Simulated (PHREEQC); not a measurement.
Solution (35 °C): 0.25 mmol/kgw Sr(OH)2. Closed to the air; pH follows from the charge balance.

All values are PHREEQC results (ion-association model, phreeqc.dat), not measurements.

No solid was allowed to form.

Task: What pH, specific conductance does the model give?

Result: pH 10.37; specific conductance 155 µS/cm.

Complexes and solids missing from the database can't appear.
